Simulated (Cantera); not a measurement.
## Stirred combustor or abatement burner

A perfectly stirred reactor is fed with 8.16 % CH4, 1.06 % C2H6, 1.06 % C3H8, 19.5 % O2, 70.2 % N2, equivalence ratio 1.3, at 750 Torr; it is adiabatic with a 525 K inlet, and is followed from long to short residence time, starting on the burning branch (τ in s: 0.3, 0.093, 0.028, 0.0087, 0.0027, 0.00082, 0.00025, 7.6e-05, 2.3e-05).

Model: GRI-Mech 3.0 (53 species, 325 reactions), integrated in Cantera.

```json
[
 {"τ (s)": "0.30", "T (K)": "2264", "x CH4": "4.22e-6", "x C2H6": "1.39e-8", "x C3H8": "1.35e-8", "x H2O": "0.179", "x N2O": "1.48e-8"},
 {"τ (s)": "0.093", "T (K)": "2256", "x CH4": "8.54e-6", "x C2H6": "4.21e-8", "x C3H8": "3.91e-8", "x H2O": "0.178", "x N2O": "1.90e-8"},
 {"τ (s)": "0.028", "T (K)": "2243", "x CH4": "1.53e-5", "x C2H6": "1.26e-7", "x C3H8": "1.09e-7", "x H2O": "0.177", "x N2O": "2.61e-8"},
 {"τ (s)": "0.0087", "T (K)": "2222", "x CH4": "2.75e-5", "x C2H6": "3.53e-7", "x C3H8": "2.84e-7", "x H2O": "0.176", "x N2O": "3.49e-8"},
 {"τ (s)": "0.0027", "T (K)": "2192", "x CH4": "5.54e-5", "x C2H6": "9.89e-7", "x C3H8": "7.43e-7", "x H2O": "0.173", "x N2O": "4.42e-8"},
 {"τ (s)": "0.00082", "T (K)": "2154", "x CH4": "0.000134", "x C2H6": "2.93e-6", "x C3H8": "2.10e-6", "x H2O": "0.170", "x N2O": "5.38e-8"},
 {"τ (s)": "0.00025", "T (K)": "2106", "x CH4": "0.000399", "x C2H6": "9.74e-6", "x C3H8": "6.75e-6", "x H2O": "0.168", "x N2O": "6.30e-8"},
 {"τ (s)": "7.6e-5", "T (K)": "1967", "x CH4": "0.00231", "x C2H6": "6.13e-5", "x C3H8": "3.89e-5", "x H2O": "0.160", "x N2O": "4.20e-8"},
 {"τ (s)": "2.3e-5", "T (K)": "525", "x CH4": "0.0816", "x C2H6": "0.0106", "x C3H8": "0.0106", "x H2O": "<1e-12", "x N2O": "<1e-12"}
]
```
x: mole fraction; the columns are a selection and need not sum to one.
